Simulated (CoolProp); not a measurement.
A closed Brayton cycle with carbon dioxide: compressor inlet 319.15 K and 7.5 MPa, high pressure 23.4 MPa, turbine inlet 775 K, compressor efficiency 0.85, turbine efficiency 0.9, recuperator effectiveness 0.8 (on enthalpy, no pinch check). Each further row changes one setting.

Computed with CoolProp (reference Helmholtz-energy equation of state, Span 1996).

```csv
case,thermal efficiency (%),net work (kJ/kg),compressor to turbine work,compressor exit (K),turbine exit (K)
as stated,28.8,77.3,0.43,415.6,645.3
turbine inlet 725 K,…,…,…,415.6,…
compressor inlet 329.15 K,27.4,70.0,0.49,432.2,645.3
high pressure 19.9 MPa,27.7,…,…,401.4,…
recuperator effectiveness 0.5,22.3,77.3,0.43,415.6,645.3
```

### Question
Fill in the missing entries.

### Answer

- turbine inlet 725 K, thermal efficiency (%): 27.0
- turbine inlet 725 K, net work (kJ/kg): 66.9
- turbine inlet 725 K, compressor to turbine work: 0.47
- turbine inlet 725 K, turbine exit (K): 600.0
- high pressure 19.9 MPa, net work (kJ/kg): 69.8
- high pressure 19.9 MPa, compressor to turbine work: 0.41
- high pressure 19.9 MPa, turbine exit (K): 663.2
